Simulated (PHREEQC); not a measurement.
Dissolve 0.0013 mol/kgw H3AsO4 at 25 °C. Closed to the air; pH follows from the charge balance.

Computed with PHREEQC (ion-association model, wateq4f.dat).

Each row changes one thing in this solution. Precipitation was switched off in this run.

```tsv
case	pH	ionic strength (mol/kgw)	H2AsO4- (mol/kgw)	HAsO4-2 (mol/kgw)
as made	2.98	0.00108	0.00108	8.01e-8
H3AsO4 from 0.0013 to 0.00143 mol/kgw	2.95	0.00118	0.00118	8.05e-8
H3AsO4 from 0.0013 to 0.00195 mol/kgw	2.83	0.00152	0.00152	8.22e-8
0.00011 mol/kgw NaCl added	2.98	0.00119	0.00108	8.06e-8
diluted 2-fold with water	3.24	0.000585	0.000585	7.71e-8
H3AsO4 from 0.0013 to 0.00026 mol/kgw	3.61	0.000248	0.000248	7.43e-8
H3AsO4 replaced by Na2HAsO4 at the same molality	9.01	0.00389	1.49e-5	0.00128
```

Complexes and solids missing from the database can't appear.
